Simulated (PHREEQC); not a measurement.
A solution holds 0.56 mol/kgw HCl and 0.0014 mol/kgw MnSO4, at 25 °C. It is in equilibrium with CO2 at log p = -3.5 (atm). Otherwise closed; pH follows from the charge balance.

The numbers come from PHREEQC with the ion-association model, phreeqc.dat.

This is a speciation only: nothing precipitates in the calculation.

### Question
Order these Mn species by the share of Mn that they hold, largest first: Mn+2, MnCl3-, MnCl+, MnCl2.

### Answer
Mn+2 (63 %), MnCl+ (33 %), MnCl2 (3.1 %), MnCl3- (0.51 %)

The pH is 0.37 and the ionic strength 0.562 mol/kgw. Species that the database lacks are ignored.
